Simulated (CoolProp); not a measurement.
A closed Brayton cycle with carbon dioxide: compressor inlet 306.15 K and 9.8 MPa, high pressure 29.5 MPa, turbine inlet 670 K, compressor efficiency 0.8, turbine efficiency 0.85, recuperator effectiveness 0.8 (on enthalpy, no pinch check). Each further row changes one setting.

Values from CoolProp's reference Helmholtz-energy equation of state, Span 1996.

```csv
case,thermal efficiency (%),net work (kJ/kg),compressor to turbine work,compressor exit (K),turbine exit (K)
as stated,26.0,73.8,0.30,335.1,557.4
turbine inlet 620 K,24.0,63.2,0.33,335.1,511.2
compressor inlet 316.15 K,24.5,66.0,0.37,365.8,557.4
high pressure 25.1 MPa,24.9,66.7,0.27,329.8,573.5
recuperator effectiveness 0.5,19.8,73.8,0.30,335.1,557.4
```
